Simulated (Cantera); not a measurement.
## Ignition delay

Mixture: CH₄ : O₂ : N₂ : H₂O = 1 : 4.44 : 16.7 : 2.4 (molar parts), at 1000000 Pa, adiabatic and at constant pressure. Ignition delay is the time to a rise of 400 K.

Computed with Cantera and GRI-Mech 3.0 (53 species, 325 reactions).

```json
[
 {"T0 (K)": "1100", "delay (ms)": "14.5"},
 {"T0 (K)": "1200", "delay (ms)": "3.74"},
 {"T0 (K)": "1300", "delay (ms)": "1.18"},
 {"T0 (K)": "1400", "delay (ms)": "0.420"},
 {"T0 (K)": "1500", "delay (ms)": "0.163"},
 {"T0 (K)": "1600", "delay (ms)": "0.0681"},
 {"T0 (K)": "1700", "delay (ms)": "0.0307"},
 {"T0 (K)": "1800", "delay (ms)": "0.0151"},
 {"T0 (K)": "1900", "delay (ms)": "0.00813"}
]
```

```yaml
apparent activation energy between 1700 and 1900 K: 180 kJ/mol
```
